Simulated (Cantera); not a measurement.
A perfectly stirred reactor is fed with 4.39 % CH₄, 95.5 % H₂, 0.0955 % O₂, at 0.0132 atm; it is held at 2350 K, and followed from long to short residence time.

Cantera simulation using GRI-Mech 3.0 (53 species, 325 reactions); the numbers are that mechanism's predictions, not measurements. GRI-Mech 3.0 stops at C3 and has no aromatics, soot or wall deposition, so with more carbon than oxygen in the feed, carbon stays in small species such as C2H2 where larger ones or solid carbon would form. Radical loss at walls, strong at low pressure, is not modelled.

Problem. Predict: x(CH₄) at τ = 14.0 s; x(H₂) at τ = 14.0 s; x(O₂) at τ = 14.0 s; x(C₂H₄) at τ = 14.0 s; x(CH₄) at τ = 0.260 s; x(H₂) at τ = 0.260 s; x(O₂) at τ = 0.260 s; x(C₂H₄) at τ = 0.260 s; x(CH₂CO) at τ = 0.260 s.

Solution. 
```json
{
  "x(CH₄) at τ = 14.0 s": "1.35e-5",
  "x(H₂) at τ = 14.0 s": "0.881",
  "x(O₂) at τ = 14.0 s": "2.44e-9",
  "x(C₂H₄) at τ = 14.0 s": "3.04e-7",
  "x(CH₄) at τ = 0.260 s": "0.000571",
  "x(H₂) at τ = 0.260 s": "0.936",
  "x(O₂) at τ = 0.260 s": "3.16e-7",
  "x(C₂H₄) at τ = 0.260 s": "2.12e-6",
  "x(CH₂CO) at τ = 0.260 s": "4.11e-8"
}
```
